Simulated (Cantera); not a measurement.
A closed system holds: 1 mol TEOS, 4.6 mol H2O, 1.3 mol H2, equilibrated at 2400 Pa.

Method: chemical equilibrium by Gibbs-energy minimisation in Cantera with the NASA 1993 tables (ideal gas, pure condensed phases). Candidate condensed phases: C, C6H6, C7H8, C8H18, H2O, Si, SiC, SiO2; 123 gas species. The feed counts by its element totals alone. Mutual solubility and eutectic melting of coexisting phases are not modelled. The tables hold silica as quartz up to 1696 K and as liquid above; real silica turns to tridymite and cristobalite and melts near 1996 K. Kinetics and transport are ignored.

Task: Which condensed phases are stable at each of these points (T (°C)): 300, 400, 500, 600, 700, 800, 900, 1000, 1100, 1200, 1300?

Result: 
```csv
T (°C),condensed phases,Si condensed (%)
300,C(graphite) + SiO2(α-quartz),100.0
400,C(graphite) + SiO2(α-quartz),100.0
500,C(graphite) + SiO2(α-quartz),100.0
600,C(graphite) + SiO2(β-quartz),100.0
700,C(graphite) + SiO2(β-quartz),100.0
800,C(graphite) + SiO2(β-quartz),100.0
900,C(graphite) + SiO2(β-quartz),100.0
1000,C(graphite) + SiO2(β-quartz),100.0
1100,C(graphite) + SiO2(β-quartz),99.9
1200,SiC(s) + SiO2(β-quartz),96.9
1300,SiC(s) + SiO2(β-quartz),62.8
```

From 300 °C to 500 °C the condensed part is C(graphite) + SiO2(α-quartz). From 600 °C to 1100 °C the condensed part is C(graphite) + SiO2(β-quartz). From 1200 °C to 1300 °C the condensed part is SiC(s) + SiO2(β-quartz).
